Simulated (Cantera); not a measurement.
Standard-state values (1 bar) from the NASA 1993 polynomials, evaluated with Cantera. Values are per mole of reaction as written; species without (g) are pure solids or liquids, kept so even where they would boil at 1 bar.

a) Pb + Cl₂(g) → PbCl₂(g)
b) Sr + Cl₂(g) → SrCl₂
c) 0.5 Si + Cl₂(g) → 0.5 SiCl₄(g)
d) 2 Cu + Cl₂(g) → 0.6667 Cu₃Cl₃(g)
e) 0.5 Ti + Cl₂(g) → 0.5 TiCl₄

Q: Order these by ΔG° at 523 K, most negative first.

A: b (-745 kJ), e (-345 kJ), c (-296 kJ), a (-189 kJ), d (-171 kJ)
